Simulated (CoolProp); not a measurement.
R11 along the isotherm 489.1 K: Z from the reference equation and from simpler models built on Tc = 471.1 K, pc = 4.408 MPa, ω = 0.189; each cubic takes its own stable root.

Values from CoolProp's reference Helmholtz-energy equation of state, Jacobsen 1992.

| p (MPa) | phase | reference | van der Waals | Redlich-Kwong | Soave-Redlich-Kwong | Peng-Robinson |
|---|---|---|---|---|---|---|
| 0.787 | gas | 0.9449 | 0.9496 | 0.9435 | 0.9443 | 0.9379 |
| 1.57 | gas | 0.8849 | 0.8945 | 0.8829 | 0.8848 | 0.8722 |
| 2.36 | gas | 0.8174 | 0.8321 | 0.8157 | 0.8189 | 0.8007 |
| 3.15 | gas | 0.7401 | 0.7594 | 0.7397 | 0.7449 | 0.7216 |
| 3.94 | gas | 0.6474 | 0.6685 | 0.6490 | 0.6579 | 0.6305 |
| 4.72 | supercritical | 0.5272 | 0.5320 | 0.5295 | 0.5475 | ? |
| 5.51 | supercritical | 0.3529 | 0.3590 | 0.3602 | 0.3940 | 0.3692 |
| 6.3 | supercritical | 0.2913 | 0.3612 | ? | 0.3423 | 0.3152 |
| 7.08 | supercritical | 0.2962 | 0.3809 | 0.3344 | ? | 0.3147 |
| 7.87 | supercritical | 0.3115 | 0.4053 | 0.3493 | 0.3572 | 0.3253 |
| 8.66 | supercritical | 0.3300 | 0.4314 | 0.3671 | 0.3740 | 0.3397 |
| 9.44 | supercritical | 0.3495 | 0.4580 | 0.3861 | 0.3924 | 0.3557 |
| 10.2 | supercritical | 0.3692 | 0.4843 | 0.4052 | 0.4110 | 0.3722 |
| 11 | supercritical | 0.3902 | 0.5122 | 0.4257 | 0.4312 | 0.3901 |

Some entries are withheld; supply them.


- 4.72, Peng-Robinson: 0.5183
- 6.3, Redlich-Kwong: 0.3276
- 7.08, Soave-Redlich-Kwong: 0.3443
